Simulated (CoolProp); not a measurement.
Chlorine along the isotherm 351 K: fugacity coefficient from the reference equation and from simpler models built on Tc = 416.9 K, pc = 7.642 MPa, ω = 0.070; each cubic takes its own stable root.

The numbers come from the reference Helmholtz-energy equation of state, Thol 2021 in CoolProp.

| p (MPa) | phase | reference | van der Waals | Redlich-Kwong | Soave-Redlich-Kwong | Peng-Robinson |
|---|---|---|---|---|---|---|
| 2 | gas | 0.8550 | 0.8833 | 0.8568 | 0.8552 | 0.8455 |
| 4 | liquid | 0.5409 | 0.7294 | 0.5572 | 0.5426 | 0.5294 |
| 6 | liquid | 0.3752 | 0.5176 | 0.3885 | 0.3781 | 0.3670 |
| 8 | liquid | 0.2927 | 0.4125 | 0.3044 | 0.2962 | 0.2861 |
| 10 | liquid | 0.2435 | 0.3502 | 0.2543 | 0.2474 | 0.2378 |
| 12 | liquid | 0.2109 | 0.3094 | 0.2212 | 0.2151 | 0.2058 |
| 14 | liquid | 0.1878 | 0.2809 | 0.1978 | 0.1923 | 0.1831 |
| 16 | liquid | 0.1707 | 0.2601 | 0.1804 | 0.1754 | 0.1662 |
| 18 | liquid | 0.1576 | 0.2446 | 0.1672 | 0.1624 | 0.1532 |
| 20 | liquid | 0.1473 | 0.2327 | 0.1567 | 0.1523 | 0.1430 |
